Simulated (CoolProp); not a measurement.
Values from CoolProp's reference Helmholtz-energy equation of state, Lemmon 2006. It is a short technical equation, of lower accuracy than the large ones.

### Question
For C2F6 (R116), give the phase and the Joule-Thomson coefficient (K/MPa) at 296.1 K and 0.0707 bar; 296.1 K and 1.04 bar; 296.1 K and 7.07 bar.

### Answer
- 296.1 K and 0.0707 bar: gas; Joule-Thomson coefficient 8.31
- 296.1 K and 1.04 bar: gas; Joule-Thomson coefficient 8.42
- 296.1 K and 7.07 bar: gas; Joule-Thomson coefficient 9.21
